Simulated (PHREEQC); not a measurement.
Dissolve 0.074 mol KOH and 0.0018 mol H4SiO4 per kg of water at 9.3 °C. It is in equilibrium with CO2 at log p = -3.4 (atm). Otherwise closed; pH follows from the charge balance.

Model: ion-association model, phreeqc.dat, run in PHREEQC.

The pH is 9.69 and the ionic strength is 0.0879 mol/kgw. The specific conductance is 5160 µS/cm and the density is 1.005 g/cm³. The total alkalinity is 74.0 meq/kg.

```csv
species,molality,activity,log γ
K+,0.0740,0.0576,-0.109
HCO3-,0.0455,0.0364,-0.097
CO3-2,0.0139,0.00570,-0.388
H4SiO4,0.00119,0.00121,0.009
H3SiO4-,0.000612,0.000479,-0.106
CO2,2.15e-5,2.19e-5,0.009
OH-,1.75e-5,1.36e-5,-0.110
H2SiO4-2,1.27e-7,5.21e-8,-0.388
```

Precipitation was switched off in this run. The solution is supersaturated, for example in Quartz (slow to form), Chalcedony (slow to form), so a real one may precipitate; this is no full list. Species that the database lacks are ignored. Away from 25 °C the constants follow the database's enthalpies or fits; those with neither stay at their 25 °C values.
